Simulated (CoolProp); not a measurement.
The numbers come from the reference Helmholtz-energy equation of state, Lemmon 2003 in CoolProp. It is a pseudo-pure fit of the blend.

Problem. For R507A, give the phase and the Joule-Thomson coefficient (K/MPa), viscosity (µPa s), Prandtl number at 113.55 °C and 1.34 MPa; 148.05 °C and 0.269 MPa; 202.15 °C and 0.0219 MPa.

Solution. 
- 113.55 °C and 1.34 MPa: gas; Joule-Thomson coefficient 7.90, viscosity 16.2, Prandtl number 0.823
- 148.05 °C and 0.269 MPa: gas; Joule-Thomson coefficient 5.91, viscosity 17.1, Prandtl number 0.805
- 202.15 °C and 0.0219 MPa: gas; Joule-Thomson coefficient 4.23, viscosity 19.0, Prandtl number 0.812

Viscosity comes from a separate model (Geller 2000). Thermal conductivity comes from a separate model (Geller 2001).
